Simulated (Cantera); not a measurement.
A Cantera script and its output.

```python
import numpy as np
import cantera as ct

gas = ct.Solution("gri30.yaml", transport_model="mixture-averaged")
show = ['CO2', 'H2', 'CH3']

rows = []
print(f"{'T/K':>7s}{'rho':>11s}{'cp':>10s}{'mu':>11s}{'lambda':>11s}{'Pr':>7s}" + "".join(f"{'D_' + s:>11s}" for s in show))
for T in [400, 650, 900, 1150, 1400, 1650, 1900, 2150]:
    gas.TPX = T, 100000, {'C2H2': 0.78}
    Pr = gas.cp_mass * gas.viscosity / gas.thermal_conductivity
    D = [gas.mix_diff_coeffs_mole[gas.species_index(s)] for s in show]
    rows.append([gas.density, gas.cp_mass, gas.viscosity, gas.thermal_conductivity, Pr, *D])
    print(f"{T:7g}{gas.density:11.4e}{gas.cp_mass:10.1f}{gas.viscosity:11.4e}"
          f"{gas.thermal_conductivity:11.4e}{Pr:7.3f}" + "".join(f"{d:11.4e}" for d in D))
print("SI units: kg/m3, J/kg/K, Pa s, W/m/K, m2/s")
```

Output:

```
    T/K        rho        cp         mu     lambda     Pr      D_CO2       D_H2      D_CH3
    400 7.8291e-01    1930.6 1.3577e-05 3.5701e-02  0.734 2.1466e-05 1.0370e-04 3.0496e-05
    650 4.8179e-01    2287.6 2.0067e-05 6.2388e-02  0.736 5.1941e-05 2.3625e-04 7.2123e-05
    900 3.4796e-01    2526.1 2.5458e-05 8.7652e-02  0.734 9.1865e-05 4.0721e-04 1.2620e-04
   1150 2.7232e-01    2718.4 3.0194e-05 1.1179e-01  0.734 1.3995e-04 6.1231e-04 1.9117e-04
   1400 2.2369e-01    2869.6 3.4492e-05 1.3483e-01  0.734 1.9540e-04 8.4873e-04 2.6604e-04
   1650 1.8980e-01    2987.5 3.8475e-05 1.5678e-01  0.733 2.5768e-04 1.1144e-03 3.5012e-04
   1900 1.6482e-01    3079.4 4.2217e-05 1.7766e-01  0.732 3.2640e-04 1.4078e-03 4.4291e-04
   2150 1.4566e-01    3151.6 4.5772e-05 1.9750e-01  0.730 4.0125e-04 1.7275e-03 5.4399e-04
SI units: kg/m3, J/kg/K, Pa s, W/m/K, m2/s
```

Model: GRI-Mech 3.0 (53 species, 325 reactions), integrated in Cantera. The composition is frozen, though it would react at the higher temperatures.
